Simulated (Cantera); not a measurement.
An adiabatic, constant-pressure homogeneous reactor starts with H2 : O2 : N2 = 1 : 0.568 : 2.14 (molar parts), at 1150 K and 1.00 bar.

Cantera simulation using the H2/O2 subset of GRI-Mech 3.0, which has no nitrogen chemistry; the numbers are that mechanism's predictions, not measurements.

One state of this run: T (K) = 2699; x H2 = 0.0239; x O2 = 0.0257; x HO2 = 7.73e-6; x H2O2 = 4.41e-7; x H = 0.00882; x O = 0.00580; x OH = 0.0247. x: mole fraction; the columns are a selection and need not sum to one.

### Question
Which value of t (s) does it belong to?
A. 0.0433
B. 7.49e-5
C. 2.60e-5
D. 0.000216

### Answer
A, 0.0433
